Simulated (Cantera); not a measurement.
Cantera run:

```python
import numpy as np
import cantera as ct

gas_names = [...]  # 127 gases of nasa_gas.yaml made of C, Fe, H, O, S
cond_names = """
    C(gr) C6H6(L) C7H8(L) C8H18(L),n-octa Fe(a) Fe(c) Fe(d) Fe(L) FeC5O5(L) FeO(s) FeO(L) Fe(OH)2(s)
    Fe(OH)3(s) FeS(a) FeS(b) FeS(c) FeS(L) FeSO4(s) FeS2(s) Fe2O3(s) Fe2S3O12(s) Fe3O4(s) H2O(s) H2O(L)
    H2SO4(L) S(cr1) S(cr2) S(L)
""".split()


# ... load() reads the species with a 1 bar reference pressure and builds the phases ...
atoms = {
    'FeS2': {'Fe': 1, 'S': 2},
    'H2S': {'H': 2, 'S': 1},
    'CO2': {'C': 1, 'O': 2},
}
top_T = {'C(gr)': 4500, 'FeSO4(s)': 950, 'FeS2(s)': 1010, 'Fe2O3(s)': 1830, 'Fe2S3O12(s)': 1100, 'Fe3O4(s)': 1870}  # K; cautious upper limits of use, not melting points


# ... equilibrate(T, P, feed) seeds the gas with the atoms and calls Mixture.equilibrate('TP', solver="vcs", rtol=1e-11, max_steps=5000) ...
results = []
feed = {'FeS2': 1, 'H2S': 3.4, 'CO2': 0.31}  # mol
P = 13332.2  # Pa
for T in [725, 750, 775, 800, 825, 850, 875]:
    mix = equilibrate(T, P, feed)
    results.append((T, P, feed, dict(zip(mix.species_names, mix.species_moles))))

top = {s: max(r[3][s] / sum(r[3][g] for g in gas_names) for r in results) for s in gas_names}
cols = sorted((s for s in top if top[s] > 1e-05), key=lambda s: -top[s])[:8]
seen = [c for c in cond_names if any(r[3].get(c, 0) > 1e-12 for r in results)]
print("log10 of partial pressures in bar; condensed amounts in mol")
print(f"{'T/K':>10s}" + "".join(f"{s[:9]:>10s}" for s in cols + seen))
for T, P, feed, n in results:
    ng = sum(n[g] for g in gas_names)
    print(f"{T:10.4g}" + "".join(f"{np.log10(max(n[s] / ng * P / 1e5, 1e-99)):10.3f}" for s in cols)
          + "".join(f"{n.get(c, 0):10.4g}" for c in seen))
```

Result:

```
log10 of partial pressures in bar; condensed amounts in mol
       T/K       H2S       CO2       H2O        S2        H2       COS        CO       CS2    FeS(c)   FeS2(s)
       725    -0.926    -2.058    -2.611    -3.306    -3.174    -2.715    -3.497    -3.994         0         1
       750    -0.928    -2.072    -2.566    -3.159    -3.037    -2.694    -3.330    -3.938         0         1
       775    -0.932    -2.087    -2.521    -3.023    -2.909    -2.680    -3.178    -3.893         0         1
       800    -0.935    -2.105    -2.479    -2.896    -2.789    -2.671    -3.040    -3.858         0         1
       825    -0.940    -2.125    -2.437    -2.779    -2.675    -2.668    -2.916    -3.832         0         1
       850    -0.945    -2.148    -2.397    -2.671    -2.569    -2.672    -2.804    -3.816         0         1
       875    -0.952    -2.170    -2.374    -2.418    -2.545    -2.664    -2.763    -3.778   0.08771    0.9123
```

These are equilibrium values from Cantera (NASA tables, ideal gas, pure condensed phases), not measurements of a reactor. FeS: taken at fixed stoichiometry. Gases not in the tables: S3 to S7.
